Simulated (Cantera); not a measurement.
# Adiabatic ignition

An adiabatic, constant-pressure homogeneous reactor starts with CH₄ : C₂H₆ : C₃H₈ : O₂ : N₂ = 0.38 : 0.031 : 1.4 : 5.36 : 20.1 (molar parts), at 1225 K and 0.680 bar.

Computed with Cantera and GRI-Mech 3.0 (53 species, 325 reactions). GRI-Mech 3.0 was tuned for natural gas; its chemistry of propane as a main component is partial and can be far from experiment.

```csv
t (s),T (K),x CH₄,x C₂H₆,x C₃H₈,x NO,x OH,x H₂O₂
5.00e-6,1225,0.0139,0.00114,0.0513,<1e-12,7.44e-9,3.19e-9
1.42e-5,1225,0.0139,0.00114,0.0513,<1e-12,1.48e-8,4.60e-8
4.06e-5,1225,0.0139,0.00114,0.0513,<1e-12,4.85e-8,4.83e-7
0.000116,1225,0.0139,0.00114,0.0512,<1e-12,2.15e-7,3.25e-6
0.000329,1224,0.0140,0.00122,0.0507,<1e-12,2.96e-7,6.95e-6
0.000937,1225,0.0142,0.00152,0.0492,<1e-12,3.58e-7,9.36e-6
0.00267,1230,0.0152,0.00239,0.0436,<1e-12,7.52e-7,2.12e-5
0.00760,2609,<1e-12,<1e-12,<1e-12,0.000761,0.00685,3.17e-8
0.0216,2605,<1e-12,<1e-12,<1e-12,0.00159,0.00664,3.05e-8
0.0616,2605,<1e-12,<1e-12,<1e-12,0.00162,0.00663,3.04e-8
0.176,2605,<1e-12,<1e-12,<1e-12,0.00162,0.00663,3.04e-8
0.500,2605,<1e-12,<1e-12,<1e-12,0.00162,0.00663,3.04e-8
```
x: mole fraction; the columns are a selection and need not sum to one.

| Property | Result |
|---|---|
| time of steepest temperature rise | 4.69 ms |
| temperature at 0.500 s | 2605 K |
| equilibrium temperature | 2605 K |
| x(CH₄) at 0.500 s | <1e-12 (gas-phase equilibrium <1e-12) |
| x(C₂H₆) at 0.500 s | <1e-12 (gas-phase equilibrium <1e-12) |
| x(C₃H₈) at 0.500 s | <1e-12 (gas-phase equilibrium <1e-12) |
